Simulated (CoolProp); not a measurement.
Saturation properties of R1336mzz(Z).

Computed with CoolProp (reference Helmholtz-energy equation of state, McLinden 2020).

```tsv
T (°C)	p (bar)	liquid density (kg/m³)	enthalpy of vaporisation (kJ/kg)	liquid cp (kJ/(kg K))
74.25	3.683	1225	143.4	1.331
80.05	4.304	1207	140.0	1.346
85.75	4.989	1188	136.5	1.362
91.55	5.768	1169	132.8	1.380
97.25	6.620	1149	129.0	1.399
102.95	7.564	1128	125.0	1.420
108.75	8.625	1106	120.7	1.444
114.45	9.774	1083	116.2	1.470
120.25	11.06	1059	111.3	1.502
125.95	12.44	1033	106.2	1.539
131.75	13.98	1005	100.6	1.586
137.45	15.64	975.8	94.55	1.645
143.15	17.44	943.2	87.87	1.726
148.95	19.43	905.9	80.19	1.845
154.65	21.57	863.1	71.39	2.038
```

It boils at 33.5 °C under 1 atm.
